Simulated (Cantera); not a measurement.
What does this Cantera script print?

```python
import numpy as np
import cantera as ct

gas = ct.Solution("SiF4_NH3_mec.yaml", "gas")
gas.TPX = 1675, 18000, {'NH3': 1.4, 'H2': 0.61}
reactor = ct.IdealGasConstPressureReactor(gas, energy="off", clone=False)
net = ct.ReactorNet([reactor])
net.rtol, net.atol = 1e-08, 1e-18
show = ['NH3', 'H2', 'N2', 'N2H2', 'NH2']
times = np.geomspace(9e-05, 40, 9)

steps = ct.SolutionArray(gas, extra=["t"])
rows = []
print(f"{'t/s':>10s}{'T/K':>9s}{'P/Pa':>11s}" + "".join(f"{s:>11s}" for s in show))
for t in times:
    while net.time < t:
        t_next = net.step()
        steps.append(gas.state, t=t_next)
    rows.append([np.interp(t, steps.t, y) for y in (steps.T, steps.P, *steps(*show).X.T)])
    print(f"{t:10.3e}{rows[-1][0]:9.1f}{rows[-1][1]:11.4g}" + "".join(f"{x:11.3e}" for x in rows[-1][2:]))
rate = np.gradient(steps.T, steps.t)
print("integrator steps:", len(steps.t))
if steps.T.max() > steps.T[0] + 200:
    print(f"time of steepest temperature rise: {steps.t[rate.argmax()]:.4e} s")
gas.TPX = 1675, 18000, {'NH3': 1.4, 'H2': 0.61}
gas.equilibrate("TP")
print(f"equilibrium (TP): T = {gas.T:.1f} K  " + "  ".join(f"{s} {gas[s].X[0]:.3e}" for s in show))
```

Result:

```
       t/s      T/K       P/Pa        NH3         H2         N2       N2H2        NH2
 9.000e-05   1675.0    1.8e+04  6.965e-01  3.035e-01  1.082e-11  1.052e-10  2.912e-06
 4.573e-04   1675.0    1.8e+04  6.965e-01  3.035e-01  1.055e-08  5.142e-09  1.480e-05
 2.324e-03   1675.0    1.8e+04  6.964e-01  3.035e-01  2.990e-06  1.629e-07  7.277e-05
 1.181e-02   1675.0    1.8e+04  6.956e-01  3.040e-01  1.964e-04  9.598e-07  1.619e-04
 6.000e-02   1675.0    1.8e+04  6.911e-01  3.072e-01  1.527e-03  9.612e-07  1.621e-04
 3.049e-01   1675.0    1.8e+04  6.688e-01  3.229e-01  8.095e-03  9.106e-07  1.588e-04
 1.549e+00   1675.0    1.8e+04  5.708e-01  3.920e-01  3.698e-02  7.063e-07  1.432e-04
 7.872e+00   1675.0    1.8e+04  2.960e-01  5.858e-01  1.180e-01  2.665e-07  9.235e-05
 4.000e+01   1675.0    1.8e+04  4.471e-02  7.630e-01  1.921e-01  1.795e-08  2.333e-05
integrator steps: 836
equilibrium (TP): T = 1675.0 K  NH3 2.207e-06  H2 7.945e-01  N2 2.053e-01  N2H2 7.671e-15  NH2 1.704e-09
```

Computed with Cantera and the gas-phase N/H chemistry of the illustrative SiF4/NH3 mechanism in the Surface Chemkin manual (1991). Walls and surfaces, which speed up NH3 decomposition in real reactors, are not modelled.
